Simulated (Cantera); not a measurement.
Input: 1 mol Si, a varied amount of NF3, equilibrated at 998.15 K and 0.100 bar.

Cantera equilibrium calculation (NASA polynomials, part measured and part estimated; ideal gas, pure solids and liquids). Candidate condensed phases: Si, Si3N4; 16 gas species. The numbers say what is thermodynamically allowed, not how fast it happens.

Question: At 2.7 mol NF3, list the 4 most abundant gas species with their mole fractions, and the condensed phases.

Answer: F2 0.333, N2 0.279, SiF4 0.208, F 0.176. Condensed: gas only.
